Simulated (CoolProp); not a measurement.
The numbers come from the reference Helmholtz-energy equation of state, McLinden 2015 in CoolProp.

Question: For the fluoroketone C6F12O (FK-5-1-12), give the phase and the cv (kJ/(kg K)) at 500 K and 0.101 MPa.

Answer: 
- 500 K and 0.101 MPa: gas; cv 1.04
